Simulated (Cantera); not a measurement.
An isothermal, constant-pressure homogeneous reactor starts with 24.4 % H₂, 12.8 % O₂, 62.8 % N₂, at 1400 K and 22000 Pa.

Detailed kinetics in Cantera: GRI-Mech 3.0 (53 species, 325 reactions). The temperature is held fixed by assumption; the heat of reaction is taken as removed at once.

One state of this run: x H₂ = 0.0504; x O₂ = 0.0457; x O = 0.0200; x H = 0.105; x OH = 0.00866. x: mole fraction; the columns are a selection and need not sum to one.

Problem. Which value of t (s) does it belong to?
A. 3.63
B. 0.000116
C. 6.00e-6
D. 0.188

Solution. B, 0.000116
